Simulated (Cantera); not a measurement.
**Transport properties of process gases**

Gas mixture: 100 % C₃H₈, at 4.93 atm, frozen composition.

Cantera's kinetic-theory transport with the Lennard-Jones parameters of GRI-Mech 3.0, ideal gas; thermal conductivity in the mixture-averaged form. The composition is frozen, though it would react at the higher temperatures.

```json
[
 {"T (K)": "400", "ρ (kg/m³)": "6.63", "cp (J/kg/K)": "2134", "μ (µPa s)": "10.9", "λ (mW/m/K)": "30.7", "Pr": "0.756", "D (cm²/s) CH₃": "0.0437", "D (cm²/s) H₂": "0.157", "D (cm²/s) C₂H₂": "0.0316"},
 {"T (K)": "550", "ρ (kg/m³)": "4.82", "cp (J/kg/K)": "2739", "μ (µPa s)": "14.4", "λ (mW/m/K)": "52.3", "Pr": "0.754", "D (cm²/s) CH₃": "0.0778", "D (cm²/s) H₂": "0.271", "D (cm²/s) C₂H₂": "0.0569"},
 {"T (K)": "700", "ρ (kg/m³)": "3.79", "cp (J/kg/K)": "3237", "μ (µPa s)": "17.5", "λ (mW/m/K)": "75.0", "Pr": "0.757", "D (cm²/s) CH₃": "0.119", "D (cm²/s) H₂": "0.407", "D (cm²/s) C₂H₂": "0.0877"},
 {"T (K)": "850", "ρ (kg/m³)": "3.12", "cp (J/kg/K)": "3634", "μ (µPa s)": "20.3", "λ (mW/m/K)": "97.6", "Pr": "0.758", "D (cm²/s) CH₃": "0.166", "D (cm²/s) H₂": "0.564", "D (cm²/s) C₂H₂": "0.123"},
 {"T (K)": "1000", "ρ (kg/m³)": "2.65", "cp (J/kg/K)": "3960", "μ (µPa s)": "23.0", "λ (mW/m/K)": "120", "Pr": "0.759", "D (cm²/s) CH₃": "0.220", "D (cm²/s) H₂": "0.740", "D (cm²/s) C₂H₂": "0.163"},
 {"T (K)": "1150", "ρ (kg/m³)": "2.31", "cp (J/kg/K)": "4195", "μ (µPa s)": "25.4", "λ (mW/m/K)": "141", "Pr": "0.753", "D (cm²/s) CH₃": "0.279", "D (cm²/s) H₂": "0.933", "D (cm²/s) C₂H₂": "0.208"},
 {"T (K)": "1300", "ρ (kg/m³)": "2.04", "cp (J/kg/K)": "4401", "μ (µPa s)": "27.7", "λ (mW/m/K)": "162", "Pr": "0.751", "D (cm²/s) CH₃": "0.343", "D (cm²/s) H₂": "1.14", "D (cm²/s) C₂H₂": "0.256"},
 {"T (K)": "1450", "ρ (kg/m³)": "1.83", "cp (J/kg/K)": "4580", "μ (µPa s)": "29.8", "λ (mW/m/K)": "182", "Pr": "0.750", "D (cm²/s) CH₃": "0.412", "D (cm²/s) H₂": "1.37", "D (cm²/s) C₂H₂": "0.308"},
 {"T (K)": "1600", "ρ (kg/m³)": "1.66", "cp (J/kg/K)": "4734", "μ (µPa s)": "31.9", "λ (mW/m/K)": "201", "Pr": "0.750", "D (cm²/s) CH₃": "0.486", "D (cm²/s) H₂": "1.62", "D (cm²/s) C₂H₂": "0.364"}
]
```
D: mixture-averaged diffusion coefficient of that species in the mixture.
